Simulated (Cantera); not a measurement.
An adiabatic, constant-volume homogeneous reactor starts with H2 : O2 : N2 = 1 : 1.22 : 4.59 (molar parts), equivalence ratio 0.41, at 1650 K and 3.20 bar. Integrator tolerance rtol = 1e-08.

Model: the H2/O2 subset of GRI-Mech 3.0, which has no nitrogen chemistry, integrated in Cantera. The hydrogen kinetics of GRI-Mech 3.0 are dated; newer H2 mechanisms differ, most at raised pressure.

**Question.** What does this change do: O2 1.22 to 0.66 parts?

**Answer.** 
```
quantity                                                            before                                    after
---------------------------------  ---------------------------------------  ---------------------------------------
time of steepest temperature rise                                  3.07 µs                                  4.16 µs
temperature at 6.00 s                                               2721 K                                   2798 K
equilibrium temperature                                             2721 K                                   2798 K
x(H2) at 6.00 s                    0.00316 (gas-phase equilibrium 0.00316)  0.00901 (gas-phase equilibrium 0.00901)
x(O2) at 6.00 s                        0.107 (gas-phase equilibrium 0.107)    0.0268 (gas-phase equilibrium 0.0268)
x(H2O) at 6.00 s                       0.144 (gas-phase equilibrium 0.144)      0.153 (gas-phase equilibrium 0.153)
x(H2O2) at 6.00 s                  1.14e-6 (gas-phase equilibrium 1.14e-6)  7.02e-7 (gas-phase equilibrium 7.02e-7)
x(O) at 6.00 s                     0.00586 (gas-phase equilibrium 0.00586)  0.00393 (gas-phase equilibrium 0.00393)
```

**Question.** What does this change do: 0.63 parts H2O added?

**Answer.** 
```json
[
 {"quantity": "time of steepest temperature rise", "before": "3.07 µs", "after": "3.41 µs"},
 {"quantity": "temperature at 6.00 s", "before": "2721 K", "after": "2608 K"},
 {"quantity": "equilibrium temperature", "before": "2721 K", "after": "2608 K"},
 {"quantity": "x(H2) at 6.00 s", "before": "0.00316 (gas-phase equilibrium 0.00316)", "after": "0.00318 (gas-phase equilibrium 0.00318)"},
 {"quantity": "x(O2) at 6.00 s", "before": "0.107 (gas-phase equilibrium 0.107)", "after": "0.0988 (gas-phase equilibrium 0.0988)"},
 {"quantity": "x(H2O) at 6.00 s", "before": "0.144 (gas-phase equilibrium 0.144)", "after": "0.221 (gas-phase equilibrium 0.221)"},
 {"quantity": "x(H2O2) at 6.00 s", "before": "1.14e-6 (gas-phase equilibrium 1.14e-6)", "after": "1.33e-6 (gas-phase equilibrium 1.33e-6)"},
 {"quantity": "x(O) at 6.00 s", "before": "0.00586 (gas-phase equilibrium 0.00586)", "after": "0.00349 (gas-phase equilibrium 0.00349)"}
]
```

**Question.** What does this change do: pressure from 3.20 bar to 1.40 bar?

**Answer.** 
| quantity | before | after |
|---|---|---|
| time of steepest temperature rise | 3.07 µs | 7.04 µs |
| temperature at 6.00 s | 2721 K | 2683 K |
| equilibrium temperature | 2721 K | 2683 K |
| x(H2) at 6.00 s | 0.00316 (gas-phase equilibrium 0.00316) | 0.00405 (gas-phase equilibrium 0.00405) |
| x(O2) at 6.00 s | 0.107 (gas-phase equilibrium 0.107) | 0.106 (gas-phase equilibrium 0.106) |
| x(H2O) at 6.00 s | 0.144 (gas-phase equilibrium 0.144) | 0.141 (gas-phase equilibrium 0.141) |
| x(H2O2) at 6.00 s | 1.14e-6 (gas-phase equilibrium 1.14e-6) | 6.84e-7 (gas-phase equilibrium 6.84e-7) |
| x(O) at 6.00 s | 0.00586 (gas-phase equilibrium 0.00586) | 0.00755 (gas-phase equilibrium 0.00755) |
